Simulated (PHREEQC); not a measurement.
Make-up at 45 °C: 0.66 mol/kgw Na2CO3, 0.15 mol/kgw NaHCO3 and 0.12 mol/kgw NaCl. Closed to the air; pH follows from the charge balance.

The numbers come from PHREEQC with the Pitzer model, pitzer.dat.

No solid was allowed to form.

Question: What pH does the model give?

Answer: pH 10.08.

Question: In which forms is C present?

Answer: CO3-2 81 %, HCO3- 19 % of the C.

Species that the database lacks are ignored. In brines, pH and single-ion activities rest on the MacInnes convention. At this temperature some constants are extrapolated from 25 °C, and those without enthalpy data are left unchanged.
